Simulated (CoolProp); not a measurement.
Values from CoolProp's reference Helmholtz-energy equation of state, Penoncello 2003.

Q: For CHF3 (R23), give the phase and the cp (kJ/(kg K)), cv (kJ/(kg K)), Joule-Thomson coefficient (K/MPa) at 252.6 K and 1.01 bar.

A: 
- 252.6 K and 1.01 bar: gas; cp 0.680, cv 0.552, Joule-Thomson coefficient 21.5
